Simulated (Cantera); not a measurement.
Input: 1 mol n-butane, 0.37 mol CO₂, 0.35 mol N₂, equilibrated at 923.15 K and 0.435 Torr.

Equilibrium computed with Cantera from the NASA thermochemical tables; the gas is ideal and each condensed phase is pure. Candidate condensed phases: C, C₆H₆, C₇H₈, C₈H₁₈, H₂O; 136 gas species. Equilibrium is a limit: real reactors are often held back by kinetics, nucleation or transport.

Base state: H₂ 0.821, CO 0.121, N₂ 0.0575, CH₄ 9.08e-5, H₂O 8.90e-5, CO₂ 2.69e-5 (mole fractions); condensed: C(graphite).

Q: What changes in the equilibrium state with this change: temperature from 923.15 K to 1900 K?

A: 
```
species            before     after
----------------  -------  --------
H₂                  0.821     0.793
CO                  0.121     0.120
N₂                 0.0575    0.0556
H                 9.25e-9    0.0293
HCN               2.97e-7   0.00204
C₂H₂ (acetylene)    <1e-9  0.000303
HNC                 <1e-9   9.60e-5
C(graphite), mol     3.63      3.61
```
